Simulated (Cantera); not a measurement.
Feed: 1 mol MgCl2, 1.7 mol N2, a varied amount of O2, held at 1725 K and 1.50 mbar.

Equilibrium computed with Cantera from the NASA thermochemical tables; the gas is ideal and each condensed phase is pure. Candidate condensed phases: Mg, MgCl2, MgO; 18 gas species. Rates play no part.

x: gas mole fraction; n: condensed amount in mol.

| n(O2) (mol) | x N2 | x O2 | x MgCl2 | x Cl | x NO | x Cl2 | x O | n MgO(s) |
|---|---|---|---|---|---|---|---|---|
| 0.14 | 0.576 | 0.00948 | 0.264 | 0.149 | 0.000579 | 0.000697 | 0.000146 | 0.222 |
| 0.2 | 0.560 | 0.0213 | 0.242 | 0.175 | 0.000855 | 0.000957 | 0.000219 | 0.268 |
| 0.28 | 0.542 | 0.0394 | 0.221 | 0.195 | 0.00114 | 0.00119 | 0.000297 | 0.309 |
| 0.4 | 0.519 | 0.0678 | 0.199 | 0.211 | 0.00147 | 0.00140 | 0.000390 | 0.351 |
| 0.56 | 0.492 | 0.105 | 0.177 | 0.223 | 0.00178 | 0.00155 | 0.000485 | 0.389 |
| 0.79 | 0.458 | ___ | ___ | 0.229 | ___ | 0.00164 | ___ | ___ |
| 1.1 | ___ | ___ | ___ | 0.229 | ___ | 0.00165 | ___ | ___ |
| 1.6 | 0.372 | 0.293 | 0.106 | 0.223 | 0.00259 | 0.00156 | 0.000811 | 0.516 |
| 2.2 | 0.327 | 0.370 | 0.0857 | 0.212 | 0.00272 | 0.00141 | 0.000911 | 0.557 |
| 3.1 | 0.277 | 0.457 | 0.0652 | 0.195 | 0.00279 | 0.00120 | 0.00101 | 0.603 |

### Question
Some entries are withheld; supply them.

### Answer

- 0.79, x O2: 0.154
- 0.79, x MgCl2: 0.154
- 0.79, x NO: 0.00208
- 0.79, x O: 0.000588
- 0.79, n MgO(s): 0.430
- 1.1, x N2: 0.421
- 1.1, x O2: 0.213
- 1.1, x MgCl2: 0.132
- 1.1, x NO: 0.00235
- 1.1, x O: 0.000692
- 1.1, n MgO(s): 0.469
